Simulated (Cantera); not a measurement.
Feed: 1 mol B, 0.17 mol H2O, 45 mol N2, held at 86.0 Pa.

These are equilibrium values from Cantera (NASA tables, ideal gas, pure condensed phases), not measurements of a reactor. Candidate condensed phases: B, BN, B2O3, B3O3H3, H2O; 39 gas species. N2 is the only nitrogen source here; it is nearly inert below about 1500 K, so the nitride shown seldom forms there in practice. Mutual solubility and eutectic melting of coexisting phases are not modelled. Equilibrium is a limit: real reactors are often held back by kinetics, nucleation or transport.

Question: What share of the B ends up in condensed phases as a function of T (K), at 750, 900, 1050, 1200, 1350, 1500, 1650, 1800, 1950, 2100, 2250, 2400?

Answer: 
| T (K) | B condensed (%) | as |
|---|---|---|
| 750 | 100.0 | BN(s) + B2O3(l) |
| 900 | 100.0 | BN(s) + B2O3(l) |
| 1050 | 100.0 | BN(s) + B2O3(l) |
| 1200 | 99.7 | BN(s) + B2O3(l) |
| 1350 | 90.7 | BN(s) + B2O3(l) |
| 1500 | 87.6 | BN(s) |
| 1650 | 84.4 | BN(s) |
| 1800 | 83.1 | BN(s) |
| 1950 | 82.9 | BN(s) |
| 2100 | 80.1 | BN(s) |
| 2250 | 53.6 | B(s) |
| 2400 | 0.0 | - |
